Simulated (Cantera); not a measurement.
What does this Cantera script print?

```python
import numpy as np
import cantera as ct

gas_names = [...]  # 136 gases of nasa_gas.yaml made of C, H, N, O
cond_names = """
    C(gr) C6H6(L) C7H8(L) C8H18(L),n-octa H2O(s) H2O(L)
""".split()


# ... load() reads the species with a 1 bar reference pressure and builds the phases ...
atoms = {
    'acetone': {'C': 3, 'H': 6, 'O': 1},
    'NH3': {'N': 1, 'H': 3},
}
top_T = {'C(gr)': 4500}  # K; cautious upper limits of use, not melting points


# ... equilibrate(T, P, feed) seeds the gas with the atoms and calls Mixture.equilibrate('TP', solver="vcs", rtol=1e-11, max_steps=5000) ...
results = []
feed = {'acetone': 1, 'NH3': 1.6}  # mol
T = 2348.15  # K
P = 6500000  # Pa
mix = equilibrate(T, P, feed)
results.append((T, P, feed, dict(zip(mix.species_names, mix.species_moles))))
x = sorted(zip(gas.X, gas.species_names), reverse=True)
print(f"T = {T:g} K  P = {P:g} Pa  gas = {mix.phase_moles(0):.4g} mol")
print("   x: " + "  ".join(f"{s} {v:.3e}" for v, s in x if v > 0.001))
print("   condensed (mol): " + ("  ".join(f"{mix.phase(i).name} {mix.phase_moles(i):.4g}"
      for i in range(1, mix.n_phases) if mix.phase_moles(i) > 1e-12) or "none"))
```

Result:

```
T = 2348.15 K  P = 6.5e+06 Pa  gas = 7.15 mol
   x: H2 7.285e-01  CO 1.396e-01  N2 1.046e-01  HCN 1.304e-02  CH4 6.737e-03  C2H2,acetylene 3.984e-03  H 1.308e-03  HNC 1.268e-03
   condensed (mol): C(gr) 1.788
```

Method: chemical equilibrium by Gibbs-energy minimisation in Cantera with the NASA 1993 tables (ideal gas, pure condensed phases). The feed counts by its element totals alone. The ideal-gas law is rough above about 30 bar.
